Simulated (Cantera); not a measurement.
A closed system holds: 1 mol BF3, 3.3 mol H2, 1.8 mol N2, at 1000 K and 1.00 bar.

Equilibrium computed with Cantera from the NASA thermochemical tables; the gas is ideal and each condensed phase is pure. Candidate condensed phases: B, BN; 31 gas species. N2 is the only nitrogen source here; it is nearly inert below about 1500 K, so the nitride shown seldom forms there in practice. The numbers say what is thermodynamically allowed, not how fast it happens.

Base state: H2 0.534, N2 0.293, BF3 0.159, HF 0.0139, NH3 0.000123, BHF2 3.38e-5 (mole fractions); condensed: BN(s).

Problem. What changes in the equilibrium state with this change: temperature from 1000 K to 1548.15 K?

Solution. 
| species | before | after |
|---|---|---|
| H2 | 0.534 | 0.523 |
| N2 | 0.293 | 0.290 |
| BF3 | 0.159 | 0.151 |
| HF | 0.0139 | 0.0338 |
| BF2 | 8.82e-9 | 0.000333 |
| H | 1.66e-9 | 2.23e-5 |
| BHF2 | 3.38e-5 | 0.00242 |
| BN(s), mol | 0.0282 | 0.0631 |
The tables' values for BF2 are old estimates; treat these amounts as uncertain.
